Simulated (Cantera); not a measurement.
Input: 1 mol AlN, 3.6 mol H2O, 32 mol H2, at 1925 K and 13.3 mbar.

Cantera equilibrium calculation (NASA polynomials, part measured and part estimated; ideal gas, pure solids and liquids). Candidate condensed phases: Al, AlN, Al2O3, H2O; 35 gas species. Rates play no part.

Base state: H2 0.920, H2O 0.0579, N2 0.0138, H 0.00794, OH 4.32e-5 (mole fractions); condensed: Al2O3(s).

Problem. What changes in the equilibrium state with this change: temperature from 1925 K to 948 K?

Solution. 
```csv
species,before,after
H2,0.920,0.928
H2O,0.0579,0.0582
N2,0.0138,0.0138
H,0.00794,4.37e-9
OH,4.32e-5,<1e-9
"Al2O3(s), mol",0.500,0.500
```
